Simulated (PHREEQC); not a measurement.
## Arsenic or selenium liquor: speciation

Make-up at 63 °C: 3 mmol/kgw Na2HAsO4 and 160 mmol/kgw NaOH. Closed to the air; pH follows from the charge balance.

Computed with PHREEQC (ion-association model, wateq4f.dat).

Each row changes one thing in this solution. Precipitation was switched off in this run.

| case | pH | ionic strength (mol/kgw) |
|---|---|---|
| as made | 12.01 | 0.175 |
| NaOH replaced by NaHF2 at the same molality | 3.39 | 0.161 |
| Na2HAsO4 replaced by NaHF2 at the same molality | 12.01 | 0.163 |
| 0.08 mol/kgw H2SO4 added | 8.39 | 0.218 |
| temperature from 63 to 30 °C | … | 0.175 |
| temperature from 63 to 75 °C | … | 0.175 |
| diluted 10-fold with water | 11.10 | … |
| Na2HAsO4 from 0.003 to 0.03 mol/kgw | 11.90 | … |
| NaOH from 0.16 to 0.176 mol/kgw | … | 0.191 |

Q: Some entries are withheld; supply them.

A: 
- temperature from 63 to 30 °C, pH: 12.89
- temperature from 63 to 75 °C, pH: 11.75
- diluted 10-fold with water, ionic strength (mol/kgw): 0.0172
- Na2HAsO4 from 0.003 to 0.03 mol/kgw, ionic strength (mol/kgw): 0.307
- NaOH from 0.16 to 0.176 mol/kgw, pH: 12.05

Constants without temperature data keep their 25 °C values here.
